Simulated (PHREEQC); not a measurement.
Brine

Dissolve 0.28 mol/kgw HCl, 0.054 mol/kgw MgSO4 and 0.112 mol/kgw MgCl2 at 25 °C. Closed to the air; pH follows from the charge balance.

Computed with PHREEQC (Pitzer model, pitzer.dat).

No solid was allowed to form.

Question: What pH does the model give?

Answer: pH 0.67.

Question: In which forms is S present?

Answer: HSO4- 62 %, SO4-2 38 % of the S.
